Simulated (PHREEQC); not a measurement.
Consider water at 25 °C with 0.0073 mol CsCl and 0.00016 mol NaBF4 per kg of water. Closed to the air; pH follows from the charge balance.

Equilibrium calculation in PHREEQC: ion-association model, wateq4f.dat.

| Item | Result |
|---|---|
| pH | 3.55 |
| ionic strength | 0.00776 mol/kgw |
| total alkalinity | -0.480 meq/kg |

```csv
species,molality,activity,log γ
Cl-,0.00730,0.00665,-0.041
Cs+,0.00730,0.00666,-0.040
F-,0.000462,0.000421,-0.041
H+,0.000303,0.000279,-0.036
HF,0.000176,0.000176,0.001
Na+,0.000160,0.000146,-0.040
H3BO3,0.000160,0.000160,0.001
BF2(OH)2-,3.71e-7,3.37e-7,-0.042
HF2-,3.13e-7,2.84e-7,-0.041
H2F2,8.08e-8,8.09e-8,0.001
BF3OH-,4.79e-8,4.35e-8,-0.042
NaF,3.53e-8,3.54e-8,0.001
BF(OH)3-,2.95e-8,2.68e-8,-0.042
```

Precipitation was switched off in this run. Real BF4- forms and hydrolyses slowly; the run takes it at equilibrium.
